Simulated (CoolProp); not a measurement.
Properties of R11 along the isobar 20.1 MPa.

Computed with CoolProp (reference Helmholtz-energy equation of state, Jacobsen 1992).

```
T (K)          phase  density (kg/m³)  cv (kJ/(kg K))  Joule-Thomson coefficient (K/MPa)  conductivity (mW/(m K))
-----  -------------  ---------------  --------------  ---------------------------------  -----------------------
294.1         liquid             1531          0.5960                            -0.4732                     95.0
317           liquid             1485          0.6051                            -0.4383                     89.3
339.9         liquid             1437          0.6139                            -0.3957                     84.0
362.7         liquid             1388          0.6224                            -0.3441                     78.9
385.6         liquid             1337          0.6307                            -0.2812                     74.1
408.5         liquid             1284          0.6387                            -0.2046                     69.5
431.4         liquid             1229          0.6465                            -0.1112                     65.2
454.2         liquid             1171          0.6538                           0.002660                     61.1
477.1  supercritical             1111          0.6609                             0.1424                     57.2
500    supercritical             1048          0.6676                             0.3113                     53.6
```

Thermal conductivity comes from a separate model (McLinden 2000), an estimate that may be off by 10 % or more.
